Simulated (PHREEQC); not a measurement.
Dissolve 5 mmol/kgw HNO3, 0.28 mmol/kgw CuSO4 and 0.71 mmol/kgw CuCl2 at 20 °C. Closed to the air; pH follows from the charge balance.

All values are PHREEQC results (ion-association model, phreeqc.dat), not measurements.

No solid was allowed to form.

### Question
Estimate the pH, specific conductance.

### Answer
pH 2.34; specific conductance 1940 µS/cm.

### Question
In which forms is Cu present?

### Answer
Cu+2 98 %, CuSO4 1.9 % of the Cu.

Species that the database lacks are ignored.
